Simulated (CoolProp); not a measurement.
Vapour-liquid equilibrium of n-hexane (1) + m-xylene (2) at 451.9 K; x and y are mole fractions of (1).

Values from CoolProp's multi-fluid Helmholtz-energy mixture model, Thol 2019 and Zhou 2012; pair parameters Bell 2016.

```json
[
 {"x": "0.05", "bubble pressure (MPa)": "0.3120", "y at the bubble point": "0.183", "dew pressure at overall composition x (MPa)": "0.2756", "liquid density (mol/L)": "6.686"},
 {"x": "0.15", "bubble pressure (MPa)": "0.4170", "y at the bubble point": "0.434", "dew pressure at overall composition x (MPa)": "0.3022", "liquid density (mol/L)": "6.603"},
 {"x": "0.25", "bubble pressure (MPa)": "0.5280", "y at the bubble point": "0.591", "dew pressure at overall composition x (MPa)": "0.3345", "liquid density (mol/L)": "6.510"},
 {"x": "0.35", "bubble pressure (MPa)": "0.6387", "y at the bubble point": "0.694", "dew pressure at overall composition x (MPa)": "0.3748", "liquid density (mol/L)": "6.408"},
 {"x": "0.45", "bubble pressure (MPa)": "0.7449", "y at the bubble point": "0.766", "dew pressure at overall composition x (MPa)": "0.4261", "liquid density (mol/L)": "6.296"},
 {"x": "0.55", "bubble pressure (MPa)": "0.8450", "y at the bubble point": "0.820", "dew pressure at overall composition x (MPa)": "0.4937", "liquid density (mol/L)": "6.175"},
 {"x": "0.65", "bubble pressure (MPa)": "0.9397", "y at the bubble point": "0.863", "dew pressure at overall composition x (MPa)": "0.5864", "liquid density (mol/L)": "6.045"},
 {"x": "0.75", "bubble pressure (MPa)": "1.032", "y at the bubble point": "0.901", "dew pressure at overall composition x (MPa)": "0.7188", "liquid density (mol/L)": "5.906"},
 {"x": "0.85", "bubble pressure (MPa)": "1.124", "y at the bubble point": "0.938", "dew pressure at overall composition x (MPa)": "0.9104", "liquid density (mol/L)": "5.760"},
 {"x": "0.95", "bubble pressure (MPa)": "1.222", "y at the bubble point": "0.978", "dew pressure at overall composition x (MPa)": "1.153", "liquid density (mol/L)": "5.609"}
]
```

No azeotrope shows between x = 0.05 and 0.95.

Pair parameters are fitted to limited data, so mixtures are less certain than the pure fluids. The gap from Raoult's law changes sign with composition, which may be real or a fault of the pair parameters; it wasn't checked against measurements.
